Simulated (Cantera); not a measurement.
Input (Python, Cantera) and output of one run.

```python
import numpy as np
import cantera as ct

gas_names = """
    H H2 Pb Pb2
""".split()
cond_names = """
    Pb(cr) Pb(L)
""".split()


# ... load() reads the species with a 1 bar reference pressure and builds the phases ...
atoms = {
    'Pb': {'Pb': 1},
    'H2': {'H': 2},
}
top_T = {}  # K; cautious upper limits of use, not melting points


# ... equilibrate(T, P, feed) seeds the gas with the atoms and calls Mixture.equilibrate('TP', solver="vcs", rtol=1e-11, max_steps=5000) ...
results = []
feed = {'Pb': 1, 'H2': 0.29}  # mol
P = 170  # Pa
for T in [1125, 1150, 1175, 1200, 1225, 1250, 1275, 1300, 1325, 1350]:
    mix = equilibrate(T, P, feed)
    results.append((T, P, feed, dict(zip(mix.species_names, mix.species_moles))))

top = {s: max(r[3][s] / sum(r[3][g] for g in gas_names) for r in results) for s in gas_names}
cols = sorted((s for s in top if top[s] > 0.001), key=lambda s: -top[s])[:8]
seen = [c for c in cond_names if any(r[3].get(c, 0) > 1e-12 for r in results)]
print("log10 of partial pressures in bar; condensed amounts in mol")
print(f"{'T/K':>10s}" + "".join(f"{s[:9]:>10s}" for s in cols + seen))
for T, P, feed, n in results:
    ng = sum(n[g] for g in gas_names)
    print(f"{T:10.4g}" + "".join(f"{np.log10(max(n[s] / ng * P / 1e5, 1e-99)):10.3f}" for s in cols)
          + "".join(f"{n.get(c, 0):10.4g}" for c in seen))
```

It prints:

```
log10 of partial pressures in bar; condensed amounts in mol
       T/K        H2        Pb     Pb(L)
      1125    -2.821    -3.723    0.9637
      1150    -2.851    -3.538    0.9404
      1175    -2.898    -3.361    0.9001
      1200    -2.976    -3.192    0.8235
      1225    -3.116    -3.029    0.6459
      1250    -3.418    -2.880         0
      1275    -3.418    -2.880         0
      1300    -3.418    -2.880         0
      1325    -3.418    -2.880         0
      1350    -3.418    -2.880         0
```

Equilibrium computed with Cantera from the NASA thermochemical tables; the gas is ideal and each condensed phase is pure.
